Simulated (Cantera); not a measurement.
# FeCl₃ + H₂ (halide evaporation, hydrolysis and transport)

Feed: 1 mol FeCl₃, 4.6 mol H₂, equilibrated at 0.0743 Torr.

These are equilibrium values from Cantera (NASA tables, ideal gas, pure condensed phases), not measurements of a reactor. Candidate condensed phases: Fe, FeCl₂, FeCl₃; 11 gas species. Equilibrium is a limit: real reactors are often held back by kinetics, nucleation or transport.

| T (K) | x H₂ | x HCl | x FeCl₂ | x Fe | x H | x Cl | x FeCl | n Fe(α) | n Fe(γ) |
|---|---|---|---|---|---|---|---|---|---|
| 948 | 0.549 | 0.410 | 0.0409 | 1.01e-11 | 3.91e-8 | 2.78e-8 | 2.43e-12 | 0.750 | 0 |
| 1023 | 0.561 | 0.387 | 0.0524 | 4.53e-10 | 3.12e-7 | 1.98e-7 | 5.20e-11 | 0.681 | 0 |
| 1098 | 0.571 | 0.366 | 0.0627 | 1.18e-8 | 1.88e-6 | 1.08e-6 | 7.11e-10 | 0.617 | 0 |
| 1173 | 0.580 | 0.348 | 0.0720 | 1.98e-7 | 9.03e-6 | 4.73e-6 | 6.83e-9 | 0.561 | 0 |
| 1248 | 0.588 | 0.331 | 0.0802 | 2.35e-6 | 3.60e-5 | 1.73e-5 | 4.93e-8 | 0 | 0.511 |
| 1323 | 0.596 | 0.317 | 0.0876 | 2.10e-5 | 0.000123 | 5.48e-5 | 2.82e-7 | 0 | 0.466 |
| 1398 | 0.602 | 0.303 | 0.0941 | 0.000147 | 0.000369 | 0.000153 | 1.33e-6 | 0 | 0.425 |
| 1473 | 0.607 | 0.291 | 0.0998 | 0.000844 | 0.000991 | 0.000385 | 5.32e-6 | 0 | 0.385 |
| 1548 | 0.609 | 0.279 | 0.104 | 0.00407 | 0.00241 | 0.000884 | 1.85e-5 | 0 | 0.334 |
| 1623 | 0.603 | 0.265 | 0.107 | 0.0169 | 0.00539 | 0.00187 | 5.66e-5 | 0 | 0.227 |
| 1698 | 0.575 | 0.257 | 0.101 | 0.0531 | 0.0110 | 0.00383 | 0.000139 | 0 | 0 |
| 1773 | 0.527 | 0.295 | 0.0712 | 0.0774 | 0.0207 | 0.00893 | 0.000196 | 0 | 0 |
x: gas mole fraction; n: condensed amount in mol.

From 948 K to 1173 K the condensed part is Fe(α). From 1248 K to 1623 K the condensed part is Fe(γ). From 1698 K to 1773 K nothing is condensed. The main Fe-bearing gas is FeCl₂ at 948 K and Fe at 1773 K.
